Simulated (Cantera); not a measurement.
An isothermal, constant-pressure homogeneous reactor starts with NH3 : N2 = 0.37 : 1.7 (molar parts), at 2025 K and 0.132 atm.

Computed with Cantera and the gas-phase N/H chemistry of the illustrative SiF4/NH3 mechanism in the Surface Chemkin manual (1991). Walls and surfaces, which speed up NH3 decomposition in real reactors, are not modelled.

x: mole fraction; the columns are a selection and need not sum to one.

```
t (s)       x NH3    x N2H4       x H    x N2H2     x NH
--------  -------  --------  --------  --------  -------
5.00e-5     0.179  5.21e-11   5.77e-7   1.38e-9  1.47e-8
0.000205    0.179  8.98e-10   6.16e-7   3.14e-8  3.66e-7
0.000841    0.178   1.21e-8   1.45e-6   5.76e-7  3.55e-6
0.00345     0.175         ?         ?         ?        ?
0.0141      0.165         ?         ?         ?        ?
0.0580      0.128   9.94e-9   7.79e-5   9.75e-7  1.21e-5
0.238      0.0497   2.34e-9  0.000243   3.11e-7  9.40e-6
0.975     0.00176  2.32e-11  0.000932   7.43e-9  2.84e-6
4.00      4.97e-6    <1e-12   0.00252  1.03e-12  5.85e-8
```

Q: Some entries are withheld; supply them.

A: 
- 0.00345, x N2H4: 2.69e-8
- 0.00345, x H: 6.80e-6
- 0.00345, x N2H2: 1.50e-6
- 0.00345, x NH: 7.54e-6
- 0.0141, x N2H4: 1.89e-8
- 0.0141, x H: 2.36e-5
- 0.0141, x N2H2: 1.37e-6
- 0.0141, x NH: 1.02e-5
